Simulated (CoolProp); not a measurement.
Properties of R143a along the isobar 1.01 bar (Tc = 345.9 K, pc = 37.62 bar, ω = 0.261).

Values from CoolProp's reference Helmholtz-energy equation of state, Lemmon and Jacobsen 2000.

```json
[
 {"T (K)": "271.1", "phase": "gas", "cp (kJ/(kg K))": "0.9006", "speed of sound (m/s)": "170.8", "Joule-Thomson coefficient (K/MPa)": "26.54", "isothermal compressibility (1/MPa)": "10.15"},
 {"T (K)": "279.8", "phase": "gas", "cp (kJ/(kg K))": "0.9147", "speed of sound (m/s)": "173.6", "Joule-Thomson coefficient (K/MPa)": "23.61", "isothermal compressibility (1/MPa)": "10.12"},
 {"T (K)": "288.5", "phase": "gas", "cp (kJ/(kg K))": "0.9295", "speed of sound (m/s)": "(withheld)", "Joule-Thomson coefficient (K/MPa)": "21.14", "isothermal compressibility (1/MPa)": "10.10"},
 {"T (K)": "297.3", "phase": "gas", "cp (kJ/(kg K))": "0.9448", "speed of sound (m/s)": "179.1", "Joule-Thomson coefficient (K/MPa)": "(withheld)", "isothermal compressibility (1/MPa)": "10.08"},
 {"T (K)": "306", "phase": "gas", "cp (kJ/(kg K))": "0.9603", "speed of sound (m/s)": "181.7", "Joule-Thomson coefficient (K/MPa)": "17.20", "isothermal compressibility (1/MPa)": "10.06"},
 {"T (K)": "314.8", "phase": "gas", "cp (kJ/(kg K))": "0.9762", "speed of sound (m/s)": "184.3", "Joule-Thomson coefficient (K/MPa)": "15.63", "isothermal compressibility (1/MPa)": "10.04"},
 {"T (K)": "323.5", "phase": "gas", "cp (kJ/(kg K))": "0.9919", "speed of sound (m/s)": "186.8", "Joule-Thomson coefficient (K/MPa)": "14.29", "isothermal compressibility (1/MPa)": "10.03"},
 {"T (K)": "332.3", "phase": "gas", "cp (kJ/(kg K))": "1.008", "speed of sound (m/s)": "189.3", "Joule-Thomson coefficient (K/MPa)": "13.11", "isothermal compressibility (1/MPa)": "10.02"},
 {"T (K)": "341", "phase": "gas", "cp (kJ/(kg K))": "1.024", "speed of sound (m/s)": "191.8", "Joule-Thomson coefficient (K/MPa)": "(withheld)", "isothermal compressibility (1/MPa)": "10.01"},
 {"T (K)": "349.7", "phase": "gas", "cp (kJ/(kg K))": "1.039", "speed of sound (m/s)": "194.2", "Joule-Thomson coefficient (K/MPa)": "11.18", "isothermal compressibility (1/MPa)": "9.998"},
 {"T (K)": "358.5", "phase": "gas", "cp (kJ/(kg K))": "1.055", "speed of sound (m/s)": "196.5", "Joule-Thomson coefficient (K/MPa)": "10.37", "isothermal compressibility (1/MPa)": "9.990"},
 {"T (K)": "367.2", "phase": "gas", "cp (kJ/(kg K))": "(withheld)", "speed of sound (m/s)": "198.9", "Joule-Thomson coefficient (K/MPa)": "9.649", "isothermal compressibility (1/MPa)": "9.982"},
 {"T (K)": "376", "phase": "gas", "cp (kJ/(kg K))": "1.086", "speed of sound (m/s)": "201.2", "Joule-Thomson coefficient (K/MPa)": "9.000", "isothermal compressibility (1/MPa)": "9.976"},
 {"T (K)": "384.7", "phase": "gas", "cp (kJ/(kg K))": "1.101", "speed of sound (m/s)": "203.4", "Joule-Thomson coefficient (K/MPa)": "8.422", "isothermal compressibility (1/MPa)": "9.970"}
]
```

**Question.** Fill in the missing entries.

**Answer.** 
- 288.5, speed of sound (m/s): 176.4
- 297.3, Joule-Thomson coefficient (K/MPa): 19.00
- 341, Joule-Thomson coefficient (K/MPa): 12.08
- 367.2, cp (kJ/(kg K)): 1.070
